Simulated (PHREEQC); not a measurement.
A column of 0.1 m (40 cells, dispersivity 0.0035 m, 720 s a shift, diffusion coefficient 3e-10 m²/s) holds 0.0083 eq of the database's cation exchanger X per kg of pore water, first in equilibrium with 39 mmol/kgw MnCl2 and 0.01 mmol/kgw HCl. It is flushed with 9.9 mmol/kgw CaCl2 and 0.01 mmol/kgw HCl, at 40 °C. Values are for the last cell. The system is closed to CO2. No solid was allowed to form.

Base run: PHREEQC, ion-association model, phreeqc.dat. Each further column changes one thing. The table gives MnX2 on the exchanger (mol/kgw).

```
pore volumes      base  exchange capacity from 0.0083 to 0.0042 eq/kgw  dispersivity from 0.0035 to 0.007 m
------------  --------  ----------------------------------------------  -----------------------------------
0              0.00415                                         0.00210                              0.00415
0.2125         0.00415                                         0.00210                              0.00415
0.5125         0.00415                                         0.00210                              0.00413
0.8125         0.00402                                         0.00193                              0.00379
1.012          0.00361                                         0.00153                              0.00324
1.212          0.00274                                        0.000954                              0.00247
1.512          0.00110                                        0.000300                              0.00133
1.812         0.000303                                         7.05e-5                             0.000597
2.013         0.000119                                         2.49e-5                             0.000335
2.212          4.51e-5                                         8.43e-6                             0.000185
2.513          1.01e-5                                         1.57e-6                              7.47e-5
2.812          2.16e-6                                         2.80e-7                              2.98e-5
3.013          7.58e-7                                         8.68e-8                              1.61e-5
```

Constants without temperature data keep their 25 °C values here.
